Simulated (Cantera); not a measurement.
# Equilibrium for aluminium nitride and oxide growth: AlCl₃ + NH₃ + N₂

Input: 1 mol AlCl₃, 53 mol NH₃, 140 mol N₂, at 1000 Pa.

Method: chemical equilibrium by Gibbs-energy minimisation in Cantera with the NASA 1993 tables (ideal gas, pure condensed phases). Candidate condensed phases: Al, AlCl₃, AlN, NH₄Cl; 20 gas species. The tables' values for AlCl₂ are old estimates; treat these amounts as uncertain. Rates play no part.

```tsv
T (K)	x N₂	x H₂	x HCl	x H	x AlCl	x AlCl₂	x AlCl₃	x Cl	n AlN(s)
748	0.672	0.316	0.0119	1.62e-12	<1e-12	4.29e-12	6.94e-5	<1e-12	0.983
948	0.672	0.316	0.0118	2.95e-9	1.23e-10	7.77e-9	0.000109	1.05e-10	0.973
1148	0.672	0.316	0.0117	4.03e-7	3.05e-7	9.94e-7	0.000145	1.32e-8	0.964
1348	0.672	0.316	0.0115	1.30e-5	7.07e-5	2.87e-5	0.000171	3.95e-7	0.933
1548	0.672	0.317	0.00854	0.000173	0.00294	0.000191	8.15e-5	3.73e-6	0.205
1748	0.671	0.316	0.00796	0.00128	0.00394	7.41e-5	4.90e-6	2.50e-5	0
1948	0.669	0.312	0.00794	0.00632	0.00394	2.92e-5	4.70e-7	0.000120	0
```
x: gas mole fraction; n: condensed amount in mol.

From 748 K to 1548 K the condensed part is AlN(s). From 1748 K to 1948 K nothing is condensed. The main Al-bearing gas is AlCl₃ at 748 K and AlCl at 1948 K.
